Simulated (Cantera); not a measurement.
An adiabatic, constant-volume homogeneous reactor starts with 8.18 % H₂, 9.98 % O₂, 81.8 % N₂, at 998 K and 11.8 atm.

Cantera simulation using the H2/O2 subset of GRI-Mech 3.0, which has no nitrogen chemistry; the numbers are that mechanism's predictions, not measurements. The hydrogen kinetics of GRI-Mech 3.0 are dated; newer H2 mechanisms differ, most at raised pressure. The pressure lies above the range GRI-Mech 3.0 was tuned for (to about 10 atm).

### Question
Predict: time of steepest temperature rise; temperature at 0.800 s; equilibrium temperature; x(H₂) at 0.800 s; x(O₂) at 0.800 s; x(O) at 0.800 s; x(OH) at 0.800 s; x(HO₂) at 0.800 s; x(H) at 0.800 s.

### Answer
```json
{
 "time_of_steepest_temperature_rise": "19.0 ms",
 "temperature at 0.800 s": "1764 K",
 "equilibrium_temperature": "1764 K",
 "x(H₂) at 0.800 s": "2.94e-6 (gas-phase equilibrium 2.94e-6)",
 "x(O₂) at 0.800 s": "0.0614 (gas-phase equilibrium 0.0614)",
 "x(O) at 0.800 s": "4.75e-6 (gas-phase equilibrium 4.75e-6)",
 "x(OH) at 0.800 s": "0.000177 (gas-phase equilibrium 0.000177)",
 "x(HO₂) at 0.800 s": "7.52e-7 (gas-phase equilibrium 7.52e-7)",
 "x(H) at 0.800 s": "1.01e-7 (gas-phase equilibrium 1.01e-7)"
}
```
